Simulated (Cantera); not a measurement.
A perfectly stirred reactor is fed with 15.7 % CH₄, 0.487 % CO, 17.6 % O₂, 66.2 % N₂, equivalence ratio 1.8, at 3980 Torr; it is adiabatic with a 450 K inlet, and is followed from long to short residence time, starting on the burning branch (τ in s: 0.035, 0.017, 0.0081, 0.0039, 0.0019, 0.0009, 0.00044, 0.00021, 0.0001, 4.9e-05, 2.3e-05, 1.1e-05, 5.4e-06).

Model: GRI-Mech 3.0 (53 species, 325 reactions), integrated in Cantera.

One state of this run: T (K) = 1758; x CH₄ = 0.0276; x CO = 0.0772; x O₂ = 0.0176; x H₂O₂ = 6.42e-7; x C₂H = 9.47e-8. x: mole fraction; the columns are a selection and need not sum to one.

Q: Which value of τ (s) does it belong to?
(A) 4.9e-5
(B) 0.00090
(C) 0.00044
(D) 0.00021

A: B, 0.00090
